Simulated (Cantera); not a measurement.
A freely propagating, adiabatic, planar premixed flame of H₂ : O₂ : N₂ : H₂O = 1 : 0.417 : 1.57 : 0.21 (molar parts), unburnt at 600 K and 82.5 Torr; mixture-averaged transport, grid criteria slope 0.08 and curve 0.16, no radiation.

Detailed kinetics in Cantera: the H2/O2 subset of GRI-Mech 3.0, which has no nitrogen chemistry. Burning velocities carry a grid error of a few per cent, more on coarse grids.

**Question.** Predict: laminar burning velocity; thermal thickness; peak x(O); peak x(OH); peak x(HO₂).

**Answer.** 
```json
{
 "laminar_burning_velocity": "595 cm/s",
 "thermal_thickness": "8.12 mm",
 "peak x(O)": "0.0109",
 "peak x(OH)": "0.0153",
 "peak x(HO₂)": "5.61e-5"
}
```
